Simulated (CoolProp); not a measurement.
Vapour-liquid equilibrium of ethane (1) + n-butane (2) at 100 kPa; x and y are mole fractions of (1).

Model: multi-fluid Helmholtz-energy mixture model, Bücker 2006 and Bücker 2006; pair parameters Kunz 2012, in CoolProp.

| x | bubble temperature, mixture model (K) | bubble temperature, Raoult's law (K) | y, mixture model | y, Raoult's law |
|---|---|---|---|---|
| 0.05 | 252.0 | 249.4 | 0.582 | 0.639 |
| 0.2 | … | 218.8 | … | 0.942 |
| 0.35 | 205.8 | 205.8 | … | 0.981 |
| 0.5 | 197.8 | 198.0 | 0.991 | 0.992 |
| 0.65 | 192.4 | 192.6 | 0.996 | 0.996 |
| 0.8 | 188.5 | 188.5 | 0.998 | 0.999 |
| 0.95 | 185.3 | 185.3 | 1.000 | 1.000 |

**Question.** Some entries are withheld; supply them.

**Answer.** 
- 0.2, bubble temperature, mixture model (K): 219.8
- 0.2, y, mixture model: 0.935
- 0.35, y, mixture model: 0.979

The largest gap from Raoult's law is +2.6 K in bubble temperature, at x = 0.05. No azeotrope shows between x = 0.05 and 0.95.

The pair parameters rest on a limited set of measurements; away from them the model extrapolates. The gap from Raoult's law changes sign with composition, which may be real or a fault of the pair parameters; it wasn't checked against measurements.
